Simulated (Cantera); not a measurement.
**CH₄ + NH₃ (carbon deposition, reforming and gasification)**

A closed system holds: 1 mol CH₄, 0.063 mol NH₃, held at 802 °C and 0.0260 bar.

Cantera equilibrium calculation (NASA polynomials, part measured and part estimated; ideal gas, pure solids and liquids). Candidate condensed phases: C, C₆H₆, C₇H₈, C₈H₁₈; 92 gas species. The numbers say what is thermodynamically allowed, not how fast it happens.

x(H₂): 0.984
x(N₂): 0.0148
x(CH₄): 0.00114
x(HCN): 1.92e-6
x(NH₃): 1.13e-6
n(C(graphite)): 0.998 mol
gas amount: 2.124 mol
